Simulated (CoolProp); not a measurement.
Model: reference Helmholtz-energy equation of state, Gedanitz 2015, in CoolProp.

Q: Give the vapour pressure (MPa), enthalpy of vaporisation (kJ/kg), vapour Z, liquid conductivity (mW/(m K)) of saturated cyclopentane at 47.15 °C.

A: 
| T (°C) | p (MPa) | enthalpy of vaporisation (kJ/kg) | vapour Z | liquid conductivity (mW/(m K)) |
|---|---|---|---|---|
| 47.15 | 0.0945 | 391 | 0.967 | 118 |

Thermal conductivity comes from a separate model (Vassiliou 2015).
